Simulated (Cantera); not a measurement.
Gas mixture: N₂O : O₂ : CO₂ = 0.3 : 0.22 : 0.18 (molar parts), at 0.0133 bar, frozen composition.

Cantera's kinetic-theory transport with the Lennard-Jones parameters of GRI-Mech 3.0, ideal gas; thermal conductivity in the mixture-averaged form. The composition is frozen, though it would react at the higher temperatures.

D: mixture-averaged diffusion coefficient of that species in the mixture.

```tsv
T (K)	ρ (kg/m³)	cp (J/kg/K)	μ (µPa s)	λ (mW/m/K)	Pr	D (cm²/s) C₂H₂	D (cm²/s) N₂	D (cm²/s) NH₃
400	0.0161	954.0	21.1	(withheld)	0.722	17.4	21.7	23.4
500	0.0129	1017	25.3	(withheld)	0.724	26.1	32.1	35.9
600	0.0108	1070	29.2	(withheld)	0.726	36.2	44.1	50.5
700	0.00922	1114	32.8	(withheld)	0.728	47.4	57.4	67.0
800	0.00806	1151	36.2	(withheld)	0.729	59.8	72.0	85.3
900	0.00717	1182	39.3	(withheld)	0.730	73.3	87.9	105
1000	0.00645	1208	42.4	(withheld)	0.731	87.8	105	127
1100	0.00586	1228	45.3	(withheld)	0.730	103	123	150
```

Complete the blanks.


- 400, λ (mW/m/K): 27.8
- 500, λ (mW/m/K): 35.5
- 600, λ (mW/m/K): 43.0
- 700, λ (mW/m/K): 50.2
- 800, λ (mW/m/K): 57.1
- 900, λ (mW/m/K): 63.7
- 1000, λ (mW/m/K): 70.0
- 1100, λ (mW/m/K): 76.1
